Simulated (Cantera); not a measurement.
Feed: 1 mol Si₂Cl₆, 0.0064 mol Cl₂, 13 mol H₂, equilibrated at 0.220 bar.

These are equilibrium values from Cantera (NASA tables, ideal gas, pure condensed phases), not measurements of a reactor. Candidate condensed phases: Si; 19 gas species. The feed counts by its element totals alone. Gases not in the tables: Si₂H₆ and higher silanes. Rates play no part.

Question: Which condensed phases are stable at each of these points (T (°C)): 552, 652, 752, 852, 952, 1052, 1152, 1252, 1352, 1452?

Answer: 
```json
[
 {"T (°C)": "552", "condensed phases": "Si(s)", "Si condensed (%)": "18.8"},
 {"T (°C)": "652", "condensed phases": "Si(s)", "Si condensed (%)": "19.9"},
 {"T (°C)": "752", "condensed phases": "Si(s)", "Si condensed (%)": "21.8"},
 {"T (°C)": "852", "condensed phases": "Si(s)", "Si condensed (%)": "24.3"},
 {"T (°C)": "952", "condensed phases": "Si(s)", "Si condensed (%)": "26.1"},
 {"T (°C)": "1052", "condensed phases": "Si(s)", "Si condensed (%)": "25.0"},
 {"T (°C)": "1152", "condensed phases": "Si(s)", "Si condensed (%)": "20.6"},
 {"T (°C)": "1252", "condensed phases": "Si(s)", "Si condensed (%)": "15.8"},
 {"T (°C)": "1352", "condensed phases": "Si(s)", "Si condensed (%)": "12.6"},
 {"T (°C)": "1452", "condensed phases": "Si(l)", "Si condensed (%)": "12.0"}
]
```

From 552 °C to 1352 °C the condensed part is Si(s). At 1452 °C the condensed part is Si(l).
